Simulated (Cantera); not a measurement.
Input (Python, Cantera) and output of one run.

```python
import numpy as np
import cantera as ct

gas_names = """
    CL CLO CL2 H HCL HOCL HO2 H2 H2O H2O2 O OH O2 O3 Ti TiCL TiCL2 TiCL3 TiCL4 TiO TiOCL TiOCL2 TiO2
""".split()
cond_names = """
    H2O(s) H2O(L) Ti(a) Ti(b) Ti(L) TiCL2(s) TiCL3(s) TiCL4(L) TiO(a) TiO(b) TiO(L) TiO2(ru) TiO2(L)
    Ti2O3(a) Ti2O3(b) Ti2O3(L) Ti3O5(a) Ti3O5(b) Ti3O5(L) Ti4O7(s) Ti4O7(L)
""".split()


# ... load() reads the species with a 1 bar reference pressure and builds the phases ...
atoms = {
    'TiCl4': {'Ti': 1, 'CL': 4},
    'H2': {'H': 2},
    'O2': {'O': 2},
}
top_T = {'TiCL2(s)': 1300, 'TiCL3(s)': 1000}  # K; cautious upper limits of use, not melting points


# ... equilibrate(T, P, feed) seeds the gas with the atoms and calls Mixture.equilibrate('TP', solver="vcs", rtol=1e-11, max_steps=5000) ...
results = []
feed = {'TiCl4': 1, 'H2': 63, 'O2': 0.22}  # mol
T = 1473  # K
P = 310  # Pa
mix = equilibrate(T, P, feed)
results.append((T, P, feed, dict(zip(mix.species_names, mix.species_moles))))
x = sorted(zip(gas.X, gas.species_names), reverse=True)
print(f"T = {T:g} K  P = {P:g} Pa  gas = {mix.phase_moles(0):.4g} mol")
print("   x: " + "  ".join(f"{s} {v:.3e}" for v, s in x if v > 1e-06))
print("   condensed (mol): " + ("  ".join(f"{mix.phase(i).name} {mix.phase_moles(i):.4g}"
      for i in range(1, mix.n_phases) if mix.phase_moles(i) > 1e-12) or "none"))
```

Result:

```
T = 1473 K  P = 310 Pa  gas = 64.78 mol
   x: H2 9.538e-01  HCL 3.729e-02  TiCL3 7.051e-03  TiCL2 1.538e-03  H 2.219e-04  TiCL4 5.616e-05  CL 7.032e-06
   condensed (mol): TiO(b) 0.44
```

Method: chemical equilibrium by Gibbs-energy minimisation in Cantera with the NASA 1993 tables (ideal gas, pure condensed phases). The tables' values for TiCl2 are old estimates; treat these amounts as uncertain. TiO: taken at fixed stoichiometry.
